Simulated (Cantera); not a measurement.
**Equilibrium for calcination and drying: MgSO4 + H2O + O2**

A closed system holds: 1 mol MgSO4, 1.1 mol H2O, 15 mol O2, equilibrated at 0.000180 bar.

These are equilibrium values from Cantera (NASA tables, ideal gas, pure condensed phases), not measurements of a reactor. Candidate condensed phases: H2O, H2SO4, Mg, MgO, Mg(OH)2, MgS, MgSO4, S; 26 gas species. Equilibrium is a limit: real reactors are often held back by kinetics, nucleation or transport.

From 702 °C to 1302 °C the condensed part is MgO(s).

```tsv
T (°C)	x O2	x H2O	x SO2	x SO3	n MgO(s)
702	0.881	0.0626	0.0552	0.00170	1.00
802	0.881	0.0625	0.0563	0.000565	1.00
902	0.881	0.0625	0.0566	0.000225	1.00
1002	0.881	0.0625	0.0567	0.000104	1.00
1102	0.881	0.0624	0.0568	5.37e-5	1.00
1202	0.880	0.0622	0.0568	3.04e-5	1.00
1302	0.879	0.0617	0.0568	1.85e-5	1.000
```
x: gas mole fraction; n: condensed amount in mol.
